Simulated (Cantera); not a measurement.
**Hydrocarbon pyrolysis for carbon deposition**

An isothermal, constant-pressure homogeneous reactor starts with C₃H₈ : H₂ = 1 : 100 (molar parts), at 1900 K and 2670 Pa.

Cantera simulation using GRI-Mech 3.0 (53 species, 325 reactions); the numbers are that mechanism's predictions, not measurements. GRI-Mech 3.0 was tuned for natural gas; its chemistry of propane as a main component is partial and can be far from experiment. GRI-Mech 3.0 stops at C3 and has no aromatics, soot or wall deposition, so with more carbon than oxygen in the feed, carbon stays in small species such as C2H2 where larger ones or solid carbon would form. Radical loss at walls, strong at low pressure, is not modelled.

```json
[
 {"t (s)": "0.000300", "x C₃H₈": "6.18e-10", "x H₂": "0.972", "x C₂H": "4.78e-7", "x H": "0.00656", "x CH₂": "1.08e-5"},
 {"t (s)": "0.00103", "x C₃H₈": "2.29e-10", "x H₂": "0.973", "x C₂H": "5.81e-7", "x H": "0.00582", "x CH₂": "8.45e-6"},
 {"t (s)": "0.00357", "x C₃H₈": "1.55e-10", "x H₂": "0.974", "x C₂H": "5.61e-7", "x H": "0.00522", "x CH₂": "6.56e-6"},
 {"t (s)": "0.0123", "x C₃H₈": "6.97e-11", "x H₂": "0.976", "x C₂H": "5.35e-7", "x H": "0.00440", "x CH₂": "4.19e-6"},
 {"t (s)": "0.0424", "x C₃H₈": "2.03e-11", "x H₂": "0.978", "x C₂H": "5.84e-7", "x H": "0.00408", "x CH₂": "2.62e-6"},
 {"t (s)": "0.146", "x C₃H₈": "2.39e-12", "x H₂": "0.979", "x C₂H": "7.33e-7", "x H": "0.00435", "x CH₂": "1.47e-6"},
 {"t (s)": "0.505", "x C₃H₈": "<1e-12", "x H₂": "0.980", "x C₂H": "8.63e-7", "x H": "0.00468", "x CH₂": "5.60e-7"},
 {"t (s)": "1.74", "x C₃H₈": "<1e-12", "x H₂": "0.981", "x C₂H": "9.13e-7", "x H": "0.00482", "x CH₂": "1.71e-7"},
 {"t (s)": "6.00", "x C₃H₈": "<1e-12", "x H₂": "0.981", "x C₂H": "9.24e-7", "x H": "0.00485", "x CH₂": "6.52e-8"}
]
```
x: mole fraction; the columns are a selection and need not sum to one.

Equilibrium at this temperature and pressure: C₃H₈ <1e-12, H₂ 0.981, C₂H 9.25e-7, H 0.00485, CH₂ 5.24e-8 (gas phase only).
